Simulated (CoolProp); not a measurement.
Vapour-liquid equilibrium of CHF3 (R23) (1) + R152A (2) at 175.6 K; x and y are mole fractions of (1).

Model: multi-fluid Helmholtz-energy mixture model, Penoncello 2003 and Outcalt 1996; pair parameters Bell 2016, in CoolProp.

```csv
x,bubble pressure (kPa),y at the bubble point,dew pressure at overall composition x (kPa),liquid density (mol/L)
0.05,2.224,0.682,0.7813,17.66
0.15,5.401,0.883,0.8706,18.03
0.25,8.831,0.937,0.9831,18.42
0.35,12.47,0.962,1.129,18.81
0.45,16.26,0.975,1.326,19.21
0.55,20.14,0.984,1.605,19.62
0.65,24.07,0.990,2.034,20.03
0.75,28.00,0.994,2.777,20.45
0.85,31.89,0.997,4.377,20.86
0.95,35.72,0.999,10.43,21.27
```

No azeotrope shows between x = 0.05 and 0.95.

Pair parameters are fitted to limited data, so mixtures are less certain than the pure fluids.
